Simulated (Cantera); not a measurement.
A closed system holds: 1 mol HgO, 0.66 mol H2, equilibrated at 13000 Pa.

Equilibrium computed with Cantera from the NASA thermochemical tables; the gas is ideal and each condensed phase is pure. Candidate condensed phases: H2O, Hg, HgO; 10 gas species. Equilibrium is a limit: real reactors are often held back by kinetics, nucleation or transport. All values below are at 1175 °C.

Base state: Hg 0.546, H2O 0.361, O2 0.0929, OH 0.000126 (mole fractions); condensed: gas only.

Q: What changes in the equilibrium state with this change: H2 from 0.66 to 0.1 mol?

A: 
| species | before | after |
|---|---|---|
| Hg | 0.546 | 0.645 |
| O2 | 0.0929 | 0.290 |
| H2O | 0.361 | 0.0645 |
| OH | 0.000126 | 7.10e-5 |
